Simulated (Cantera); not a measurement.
Charge: 1 mol Al, 0.6 mol H2O, 250 mol H2, held at 88.0 Pa.

Method: chemical equilibrium by Gibbs-energy minimisation in Cantera with the NASA 1993 tables (ideal gas, pure condensed phases). Candidate condensed phases: Al, Al2O3, H2O; 19 gas species. The numbers say what is thermodynamically allowed, not how fast it happens.

**Question.** At 1423 K, list the 4 most abundant gas species with their mole fractions, and the condensed phases.

**Answer.** H2 0.998, Al 0.00153, Al2O 0.000588, H 0.000224. Condensed: Al2O3(s).
